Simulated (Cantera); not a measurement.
Standard-state values (1 bar) from the NASA 1993 polynomials, evaluated with Cantera. Values are per mole of reaction as written; species without (g) are pure solids or liquids, kept so even where they would boil at 1 bar.

Q: Between 573 and 673 K, where is each reaction favourable under standard conditions?
- 2 Fe₂O₃ + 2 Fe(OH)₃ + 3 H₂(g) → 6 Fe(OH)₂
- 3 S + 4 Fe(OH)₃ → 3 FeSO₄ + Fe + 12 H(g)

A: 
- 2 Fe₂O₃ + 2 Fe(OH)₃ + 3 H₂(g) → 6 Fe(OH)₂: ΔG° is 8 kJ at 573 K and 30 kJ at 673 K; it stays positive (K < 1). ΔH° is -115 kJ and ΔS° -215 J/K at 673 K.
- 3 S + 4 Fe(OH)₃ → 3 FeSO₄ + Fe + 12 H(g): ΔG° is 2438 kJ at 573 K and 2311 kJ at 673 K; it stays positive (K < 1). ΔH° is 3170 kJ and ΔS° 1277 J/K at 673 K.
